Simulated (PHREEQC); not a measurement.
Consider water at 20 °C with 0.022 mol/kgw HCl and 1.2e-05 mol/kgw LiCl. Closed to the air; pH follows from the charge balance.

The numbers come from PHREEQC with the ion-association model, phreeqc.dat.

This is a speciation only: nothing precipitates in the calculation.

What pH, specific conductance does the model give?

pH 1.71; specific conductance 7540 µS/cm.

Species that the database lacks are ignored.
